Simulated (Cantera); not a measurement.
Thermodynamics of metals in furnace atmospheres, feed Al + NH3 + H2

Input: 1 mol Al, a varied amount of NH3, 83 mol H2, at 1352 °C and 6.53 Torr.

Method: chemical equilibrium by Gibbs-energy minimisation in Cantera with the NASA 1993 tables (ideal gas, pure condensed phases). Candidate condensed phases: Al, AlN; 13 gas species. Equilibrium is a limit: real reactors are often held back by kinetics, nucleation or transport.

From 0.84 mol NH3 to 8.8 mol NH3 the condensed part is AlN(s). The main Al-bearing gas is Al throughout.

```tsv
n(NH3) (mol)	x H2	x N2	x Al	x H	x AlH	n AlN(s)
0.84	0.997	4.71e-6	0.00178	0.000755	0.000127	0.839
1	0.999	0.000162	0.000303	0.000756	2.17e-5	0.973
1.2	0.998	0.00124	0.000110	0.000756	7.86e-6	0.990
1.5	0.996	0.00296	7.09e-5	0.000755	5.08e-6	0.994
1.8	0.995	0.00467	5.64e-5	0.000754	4.04e-6	0.995
2.2	0.992	0.00693	4.63e-5	0.000753	3.31e-6	0.996
2.7	0.990	0.00969	3.92e-5	0.000752	2.80e-6	0.996
3.3	0.986	0.0129	3.39e-5	0.000751	2.42e-6	0.997
4	0.983	0.0166	2.99e-5	0.000750	2.13e-6	0.997
4.9	0.978	0.0211	2.65e-5	0.000748	1.88e-6	0.997
6	0.973	0.0265	2.37e-5	0.000746	1.68e-6	0.998
7.3	0.967	0.0324	2.14e-5	0.000744	1.51e-6	0.998
8.8	0.960	0.0390	1.95e-5	0.000741	1.37e-6	0.998
```
x: gas mole fraction; n: condensed amount in mol.
